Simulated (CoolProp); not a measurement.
Vapour pressure (MPa) of n-pentane: the reference equation beside estimates from Tc = 469.7 K, pc = 3.368 MPa, ω = 0.251.

Values from CoolProp's reference Helmholtz-energy equation of state, Thol 2019.

```
T (K)  reference  van der Waals  Redlich-Kwong  Soave-Redlich-Kwong  Peng-Robinson
-----  ---------  -------------  -------------  -------------------  -------------
245.1   0.005729         0.1243        0.01349             0.005551       0.005898
271      0.02215         0.2325        0.04516              0.02169        0.02238
297      0.06549         0.3934         0.1172              0.06476        0.06551
322.9     0.1581         0.6152         0.2523               0.1577         0.1575
348.9     0.3302         0.9077         0.4767               0.3318         0.3289
374.8     0.6153          1.276         0.8132               0.6221         0.6143
400.8      1.056          1.728          1.288                1.072          1.058
426.7      1.693          2.267          1.919                1.720          1.702
452.7      2.591          2.901          2.731                2.621          2.607
```

Absolute difference from the reference over all 9 rows, mean and median: van der Waals 466.8 and 174.9 %, Redlich-Kwong 55.0 and 44.4 %, Soave-Redlich-Kwong 1.4 and 1.2 %, Peng-Robinson 0.7 and 0.4 %.
